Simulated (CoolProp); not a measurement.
Computed with CoolProp (reference Helmholtz-energy equation of state, Lemmon 2003). It is a pseudo-pure fit of the blend.

Problem. For R410A, give the phase and the density (kg/m³), speed of sound (m/s), Joule-Thomson coefficient (K/MPa), viscosity (µPa s) at 143.25 °C and 14.6 bar.

Solution. 
- 143.25 °C and 14.6 bar: gas; density 32.4, speed of sound 223, Joule-Thomson coefficient 6.88, viscosity 18.3

Viscosity comes from a separate model (Geller 2000).
